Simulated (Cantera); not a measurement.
An isothermal, constant-pressure homogeneous reactor starts with H2 : O2 = 0.05 : 1 (molar parts), equivalence ratio 0.025, at 1300 K and 0.0326 atm.

Detailed kinetics in Cantera: the H2/O2 subset of GRI-Mech 3.0, which has no nitrogen chemistry. Radical loss at walls, strong at low pressure, is not modelled. The temperature is held fixed by assumption; the heat of reaction is taken as removed at once.

One state of this run: x H2 = 0.0470; x O2 = 0.952; x O = 0.000330; x H = 0.000134; x H2O = 0.000466; x H2O2 = 3.15e-9. x: mole fraction; the columns are a selection and need not sum to one.

Which value of t (s) does it belong to?
A) 0.000446
B) 0.0245
C) 0.00493
D) 0.000200

A, 0.000446
